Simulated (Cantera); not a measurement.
Feed: 1 mol SiH2Cl2, 22 mol NH3, 1 mol H2, at 1973.15 K and 0.710 bar.

Cantera equilibrium calculation (NASA polynomials, part measured and part estimated; ideal gas, pure solids and liquids). Candidate condensed phases: NH4Cl, Si, Si3N4; 28 gas species. The tables' values for SiCl, SiCl3 are old estimates; treat these amounts as uncertain. Gases not in the tables: Si2H6 and higher silanes. Rates play no part.

Base state: H2 0.734, N2 0.225, HCl 0.0359, SiCl2 0.00348, H 0.00137, SiH2 5.37e-5, Cl 5.01e-5, SiCl 4.28e-5 (mole fractions); condensed: Si3N4(s).

### Question
What changes in the equilibrium state with this change: temperature from 1973.15 K to 1450 K?

### Answer
| species | before | after |
|---|---|---|
| H2 | 0.734 | 0.734 |
| N2 | 0.225 | 0.223 |
| HCl | 0.0359 | 0.0431 |
| SiCl2 | 0.00348 | 1.77e-5 |
| SiCl | 4.28e-5 | <1e-9 |
| SiH2 | 5.37e-5 | 1.28e-9 |
| Si | 3.58e-5 | <1e-9 |
| SiH | 1.87e-5 | <1e-9 |
| H | 0.00137 | 9.61e-6 |
| Si3N4(s), mol | 0.276 | 0.333 |

### Question
What changes in the equilibrium state with this change: NH3 from 22 to 13 mol?

### Answer
| species | before | after |
|---|---|---|
| H2 | 0.734 | 0.727 |
| N2 | 0.225 | 0.210 |
| HCl | 0.0359 | 0.0533 |
| SiCl2 | 0.00348 | 0.00814 |
| SiCl3 | 3.10e-5 | 0.000109 |
| SiCl | 4.28e-5 | 6.69e-5 |
| Cl | 5.01e-5 | 7.50e-5 |
| Si | 3.58e-5 | 3.74e-5 |
| Si3N4(s), mol | 0.276 | 0.253 |
The tables' values for SiCl3, SiCl are old estimates; treat these amounts as uncertain.
